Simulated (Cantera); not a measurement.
Fe2O3 + SO2 + CO2 (roasting and sulfation)

A closed system holds: 1 mol Fe2O3, 0.071 mol SO2, 0.72 mol CO2, at 770000 Pa.

Cantera equilibrium calculation (NASA polynomials, part measured and part estimated; ideal gas, pure solids and liquids). Candidate condensed phases: C, Fe, Fe(CO)5, FeO, FeS, FeSO4, FeS2, Fe2O3, Fe2(SO4)3, Fe3O4, S; 25 gas species. Mutual solubility and eutectic melting of coexisting phases are not modelled. The numbers say what is thermodynamically allowed, not how fast it happens.

| T (K) | x CO2 | x SO2 | x SO3 | x CO | x O2 | x SO | n Fe2O3(s) | n Fe3O4(s) |
|---|---|---|---|---|---|---|---|---|
| 1200 | 0.910 | 0.0897 | 1.91e-5 | 1.92e-5 | 8.90e-8 | 8.93e-8 | 1.00 | 0 |
| 1225 | 0.910 | 0.0897 | 2.30e-5 | 2.33e-5 | 1.92e-7 | 1.13e-7 | 1.00 | 0 |
| 1250 | 0.910 | 0.0897 | 2.74e-5 | 2.81e-5 | 3.98e-7 | 1.42e-7 | 1.00 | 0 |
| 1275 | 0.910 | 0.0897 | 3.47e-5 | 3.15e-5 | 9.17e-7 | 1.65e-7 | 1.000 | 0 |
| 1300 | 0.910 | 0.0897 | 4.45e-5 | 3.42e-5 | 2.15e-6 | 1.87e-7 | 1.000 | 0 |
| 1325 | 0.910 | 0.0897 | 5.67e-5 | 3.72e-5 | 4.87e-6 | 2.10e-7 | 1.000 | 0 |
| 1350 | 0.910 | 0.0897 | 7.15e-5 | 4.02e-5 | 1.07e-5 | 2.35e-7 | 1.000 | 8.30e-5 |
x: gas mole fraction; n: condensed amount in mol.

From 1200 K to 1325 K the condensed part is Fe2O3(s). At 1350 K the condensed part is Fe2O3(s) + Fe3O4(s).
